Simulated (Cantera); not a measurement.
A closed system holds: 1 mol NaI, 0.31 mol H2, a varied amount of N2, equilibrated at 1123 K and 0.133 bar.

These are equilibrium values from Cantera (NASA tables, ideal gas, pure condensed phases), not measurements of a reactor. Candidate condensed phases: I2, Na, NaI; 16 gas species. Gases not in the tables: NaBr and NaI dimers. The numbers say what is thermodynamically allowed, not how fast it happens.

Question: Which condensed phases are stable at each of these points (n(N2) (mol)): 0.54, 0.93, 1.6, 2.7, 4.7, 8, 14, 24, 41, 69, 120, 200, 350?

Answer: 
```csv
n(N2) (mol),condensed phases,Na condensed (%)
0.54,NaI(l),95.3
0.93,NaI(l),93.1
1.6,NaI(l),89.4
2.7,NaI(l),83.4
4.7,NaI(l),72.3
8,NaI(l),54.1
14,NaI(l),20.9
24,gas only,0.0
41,gas only,0.0
69,gas only,0.0
120,gas only,0.0
200,gas only,0.0
350,gas only,0.0
```

From 0.54 mol N2 to 14 mol N2 the condensed part is NaI(l). From 24 mol N2 to 350 mol N2 nothing is condensed.
